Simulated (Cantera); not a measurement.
Input: 1 mol Fe(CO)5, 0.11 mol N2, at 1600 K and 3.10 mbar.

Method: chemical equilibrium by Gibbs-energy minimisation in Cantera with the NASA 1993 tables (ideal gas, pure condensed phases). Candidate condensed phases: C, Fe, Fe(CO)5, FeO, Fe2O3, Fe3O4; 27 gas species. Rates play no part.

Base state: CO 0.978, N2 0.0215, Fe 0.000354 (mole fractions); condensed: Fe(γ).

**Question.** What changes in the equilibrium state with this change: Fe(CO)5 replaced by PbO?

**Answer.** 
```json
[
 {"species": "PbO", "before": "0", "after": "0.535"},
 {"species": "Pb", "before": "0", "after": "0.253"},
 {"species": "O2", "before": "<1e-9", "after": "0.126"},
 {"species": "CO", "before": "0.978", "after": "0"},
 {"species": "N2", "before": "0.0215", "after": "0.0863"},
 {"species": "Fe", "before": "0.000354", "after": "0"},
 {"species": "NO", "before": "<1e-9", "after": "0.000496"},
 {"species": "O", "before": "<1e-9", "after": "9.25e-5"},
 {"species": "Fe(γ), mol", "before": "0.998", "after": "0"}
]
```
Gases not in the tables: (PbO)n polymers. Further candidate phases: Pb, PbO, PbO2, Pb3O4.
